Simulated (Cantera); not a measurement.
Input: 1 mol BF₃, 0.21 mol O₂, 34 mol H₂, equilibrated at 1998.15 K and 0.585 Torr.

Cantera equilibrium calculation (NASA polynomials, part measured and part estimated; ideal gas, pure solids and liquids). Candidate condensed phases: B, B₂O₃, B₃O₃H₃, H₂O; 43 gas species. The tables' values for BF₂ are old estimates; treat these amounts as uncertain. Rates play no part.

Base state: H₂ 0.868, H 0.0536, HF 0.0515, BF 0.0127, BOF 0.0106, BF₂ 0.00261, HBO 0.000399, BF₃ 0.000371 (mole fractions); condensed: gas only.

### Question
What changes in the equilibrium state with this change: BF₃ replaced by borazine?

### Answer
```csv
species,before,after
H₂,0.868,0.897
H,0.0536,0.0545
N₂,0,0.0376
HF,0.0515,0
BF,0.0127,0
BOF,0.0106,0
HBO,0.000399,0.00546
BF₂,0.00261,0
BF₃,0.000371,0
"B(s), mol",0,2.55
```
The feed counts by its element totals alone. The tables' values for BH₂ are old estimates; treat these amounts as uncertain. Further candidate phases: BN.
